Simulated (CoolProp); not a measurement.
Vapour-liquid equilibrium of isobutene (1) + acetone (2) at -17.55 °C; x and y are mole fractions of (1).

The numbers come from the multi-fluid Helmholtz-energy mixture model, Lemmon 2005 and Lemmon 2006; pair parameters Bell 2016 in CoolProp.

Q: Give the bubble pressure and the first vapour's composition at x = 0.05, 0.45, 0.65. Is there an azeotrope?

A: x = 0.05: 0.01375 MPa, y = 0.762; x = 0.45: 0.05078 MPa, y = 0.950; x = 0.65: 0.05502 MPa, y = 0.958. No azeotrope shows between x = 0.05 and 0.95.

The pair parameters rest on a limited set of measurements; away from them the model extrapolates. With so large a gap from Raoult's law the liquid may split in two, which this calculation doesn't test in full.
